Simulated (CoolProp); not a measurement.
Saturation properties of CH3F (R41) (Tc = 317.3 K, pc = 5906 kPa, ω = 0.200).

Values from CoolProp's reference Helmholtz-energy equation of state, Lemmon 2006. It is a short technical equation, of lower accuracy than the large ones.

| T (K) | p (kPa) | liquid density (kg/m³) | vapour density (kg/m³) | enthalpy of vaporisation (kJ/kg) | liquid cp (kJ/(kg K)) | surface tension (mN/m) |
|---|---|---|---|---|---|---|
| 171.8 | 23.54 | 927.4 | 0.5709 | 517.7 | 2.058 | 19.2 |
| 180.6 | ? | 910.1 | 1.006 | 506.6 | 2.059 | 17.7 |
| 189.3 | 74.13 | 892.5 | 1.661 | 495.2 | 2.065 | 16.3 |
| 198.1 | 121.2 | 874.2 | 2.629 | 483.0 | 2.077 | 15.0 |
| 206.9 | 189.1 | 855.3 | 3.990 | 470.2 | 2.095 | 13.6 |
| 215.6 | 282.3 | 836.0 | 5.826 | 456.7 | 2.119 | 12.3 |
| 224.4 | 409.1 | 815.6 | 8.301 | 442.1 | 2.153 | 11.0 |
| 233.2 | 575.4 | 794.2 | 11.54 | 426.4 | 2.196 | ? |
| 241.9 | 785.8 | 772.0 | 15.68 | 409.5 | 2.250 | 8.47 |
| 250.7 | 1053 | 748.1 | 21.04 | 390.8 | 2.322 | 7.26 |
| 259.5 | 1383 | 722.6 | 27.90 | 370.1 | 2.415 | 6.09 |
| 268.2 | 1780 | 695.4 | ? | 347.3 | 2.539 | 4.97 |
| 277 | 2262 | 665.2 | 47.91 | 321.2 | 2.715 | 3.89 |
| 285.8 | 2837 | 631.3 | 62.87 | 290.9 | 2.981 | 2.86 |

Problem. What belongs in the gaps?

Solution. 
- 180.6, p (kPa): 43.25
- 233.2, surface tension (mN/m): 9.70
- 268.2, vapour density (kg/m³): 36.57

It boils at 194.8 K under 1 atm.

Surface tension comes from a separate correlation (Mulero 2012).
